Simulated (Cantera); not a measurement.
# Transport properties of process gases

Gas mixture: H2O : O2 = 0.094 : 0.2 (molar parts), at 0.000320 bar, frozen composition.

Cantera's kinetic-theory transport with the Lennard-Jones parameters of GRI-Mech 3.0, ideal gas; thermal conductivity in the mixture-averaged form. Polar gases are described roughly by these parameters.

```csv
T (K),ρ (kg/m³),cp (J/kg/K),μ (µPa s),λ (mW/m/K),Pr,D (cm²/s) OH,D (cm²/s) N2,D (cm²/s) H2O
400,0.000265,1142,22.0,34.8,0.721,1780,1140,1260
550,0.000193,1196,28.4,47.5,0.715,3100,2000,2300
700,0.000151,1251,34.3,60.3,0.711,4680,3030,3570
850,0.000125,1299,39.8,73.0,0.708,6490,4210,5040
1000,0.000106,1342,44.9,85.4,0.705,8540,5550,6710
1150,9.21e-5,1379,49.8,97.6,0.703,10800,7020,8550
1300,8.15e-5,1413,54.4,110,0.702,13200,8620,10600
1450,7.31e-5,1444,58.9,121,0.701,15900,10300,12700
```
D: mixture-averaged diffusion coefficient of that species in the mixture.
